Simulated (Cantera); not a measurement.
A closed system holds: 1 mol B, a varied amount of H₂O, at 1698.15 K and 11.0 Pa.

Cantera equilibrium calculation (NASA polynomials, part measured and part estimated; ideal gas, pure solids and liquids). Candidate condensed phases: B, B₂O₃, B₃O₃H₃, H₂O; 23 gas species. Equilibrium is a limit: real reactors are often held back by kinetics, nucleation or transport.

Question: At 1.8 mol H₂O, list the 6 most abundant gas species with their mole fractions, and the condensed phases.

Answer: H₂ 0.632, HBO₂ 0.216, B₂O₃ 0.102, H₂O 0.0273, H 0.0110, HBO 0.00806. Condensed: gas only.
